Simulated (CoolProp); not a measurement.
Vapour-liquid equilibrium of acetone (1) + toluene (2) at 165.15 °C; x and y are mole fractions of (1).

The numbers come from the multi-fluid Helmholtz-energy mixture model, Lemmon 2006 and Lemmon 2006; pair parameters Bell 2016 in CoolProp.

| x | bubble pressure (MPa) | y at the bubble point | dew pressure at overall composition x (MPa) | liquid density (mol/L) |
|---|---|---|---|---|
| 0.05 | 0.4598 | 0.189 | 0.4010 | 7.901 |
| 0.15 | 0.5972 | 0.412 | 0.4418 | 8.089 |
| 0.25 | 0.7193 | 0.546 | 0.4913 | 8.286 |
| 0.35 | 0.8314 | 0.639 | 0.5522 | 8.494 |
| 0.45 | 0.9374 | (withheld) | 0.6280 | 8.713 |
| 0.55 | 1.041 | 0.774 | 0.7238 | (withheld) |
| 0.65 | 1.143 | 0.828 | 0.8456 | 9.192 |
| 0.75 | 1.247 | 0.879 | 0.9990 | 9.455 |
| 0.85 | 1.354 | (withheld) | 1.186 | 9.736 |
| 0.95 | 1.465 | 0.976 | 1.404 | 10.04 |

Problem. Some entries are withheld; supply them.

Solution. 
- 0.45, y at the bubble point: 0.712
- 0.55, liquid density (mol/L): 8.945
- 0.85, y at the bubble point: 0.928

No azeotrope shows between x = 0.05 and 0.95.

Pair parameters are fitted to limited data, so mixtures are less certain than the pure fluids.
